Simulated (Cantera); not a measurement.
Cantera with NASA thermochemical tables; ideal gases at 1 bar, condensed phases pure. Values are per mole of reaction as written; species without (g) are pure solids or liquids, kept so even where they would boil at 1 bar.

2 K2SO4 ⇌ S2(g) + 4 K + 4 O2(g)

| T (K) | ΔH° (kJ) | ΔS° (J/K) | ΔG° (kJ) | log10 K |
|---|---|---|---|---|
| 898 | ? | ? | ? | ? |
| 948 | 2957.5 | 908.9 | 2095.9 | -115.48 |
| 998 | ? | ? | ? | ? |
| 1048 | ? | ? | ? | ? |
| 1098 | ? | ? | ? | ? |
| 1148 | 2938.2 | 890.5 | 1915.9 | -87.17 |

Q: Complete the blanks.

A: 
- 898, ΔH° (kJ): 2961.7
- 898, ΔS° (J/K): 913.4
- 898, ΔG° (kJ): 2141.4
- 898, log10 K: -124.56
- 998, ΔH° (kJ): 2953.1
- 998, ΔS° (J/K): 904.4
- 998, ΔG° (kJ): 2050.5
- 998, log10 K: -107.32
- 1048, ΔH° (kJ): 2948.4
- 1048, ΔS° (J/K): 899.8
- 1048, ΔG° (kJ): 2005.4
- 1048, log10 K: -99.95
- 1098, ΔH° (kJ): 2943.4
- 1098, ΔS° (J/K): 895.1
- 1098, ΔG° (kJ): 1960.5
- 1098, log10 K: -93.27
